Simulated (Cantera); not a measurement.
Cantera run, input and output.

```python
import numpy as np
import cantera as ct

gas = ct.Solution("gri30.yaml")
gas.TPX = 1048, 410000, {'CH4': 1, 'H2': 0.49, 'O2': 0.935, 'N2': 3.52}
reactor = ct.IdealGasConstPressureReactor(gas, energy="on", clone=False)
net = ct.ReactorNet([reactor])
net.rtol, net.atol = 1e-08, 1e-16
show = ['CH4', 'H2', 'O2', 'C2H6', 'CH2O']
times = np.geomspace(6e-06, 2, 15)

steps = ct.SolutionArray(gas, extra=["t"])
rows = []
print(f"{'t/s':>10s}{'T/K':>9s}{'P/Pa':>11s}" + "".join(f"{s:>11s}" for s in show))
for t in times:
    while net.time < t:
        t_next = net.step()
        steps.append(gas.state, t=t_next)
    rows.append([np.interp(t, steps.t, y) for y in (steps.T, steps.P, *steps(*show).X.T)])
    print(f"{t:10.3e}{rows[-1][0]:9.1f}{rows[-1][1]:11.4g}" + "".join(f"{x:11.3e}" for x in rows[-1][2:]))
rate = np.gradient(steps.T, steps.t)
print("integrator steps:", len(steps.t))
if steps.T.max() > steps.T[0] + 200:
    print(f"time of steepest temperature rise: {steps.t[rate.argmax()]:.4e} s")
gas.TPX = 1048, 410000, {'CH4': 1, 'H2': 0.49, 'O2': 0.935, 'N2': 3.52}
gas.equilibrate("HP")
print(f"equilibrium (HP): T = {gas.T:.1f} K  " + "  ".join(f"{s} {gas[s].X[0]:.3e}" for s in show))
```

It prints:

```
       t/s      T/K       P/Pa        CH4         H2         O2       C2H6       CH2O
 6.000e-06   1048.0    4.1e+05  1.682e-01  8.242e-02  1.573e-01  2.638e-15  5.309e-12
 1.488e-05   1048.0    4.1e+05  1.682e-01  8.242e-02  1.573e-01  3.934e-14  3.270e-11
 3.691e-05   1048.0    4.1e+05  1.682e-01  8.242e-02  1.573e-01  5.288e-13  1.925e-10
 9.154e-05   1048.0    4.1e+05  1.682e-01  8.242e-02  1.573e-01  6.147e-12  1.076e-09
 2.270e-04   1048.0    4.1e+05  1.682e-01  8.242e-02  1.573e-01  6.401e-11  6.023e-09
 5.631e-04   1048.0    4.1e+05  1.682e-01  8.242e-02  1.573e-01  1.152e-09  5.250e-08
 1.397e-03   1048.2    4.1e+05  1.682e-01  8.240e-02  1.572e-01  4.635e-07  6.269e-06
 3.464e-03   1078.8    4.1e+05  1.648e-01  8.099e-02  1.536e-01  3.908e-04  1.424e-03
 8.592e-03   2041.0    4.1e+05  4.084e-03  2.084e-01  1.285e-08  9.347e-07  1.792e-06
 2.131e-02   2015.7    4.1e+05  1.464e-03  2.365e-01  5.981e-09  9.674e-08  3.974e-07
 5.285e-02   2006.1    4.1e+05  1.205e-04  2.433e-01  4.664e-09  6.296e-10  7.649e-08
 1.311e-01   2005.3    4.1e+05  4.681e-08  2.437e-01  4.641e-09  2.120e-16  5.272e-08
 3.251e-01   2005.3    4.1e+05  1.176e-08  2.437e-01  4.640e-09  8.722e-18  5.271e-08
 8.064e-01   2005.3    4.1e+05  1.171e-08  2.437e-01  4.640e-09  8.662e-18  5.272e-08
 2.000e+00   2005.3    4.1e+05  1.167e-08  2.437e-01  4.640e-09  8.615e-18  5.272e-08
integrator steps: 2713
time of steepest temperature rise: 5.4744e-03 s
equilibrium (HP): T = 2005.3 K  CH4 1.341e-08  H2 2.437e-01  O2 4.639e-09  C2H6 1.087e-17  CH2O 5.272e-08
```

Cantera simulation using GRI-Mech 3.0 (53 species, 325 reactions); the numbers are that mechanism's predictions, not measurements.
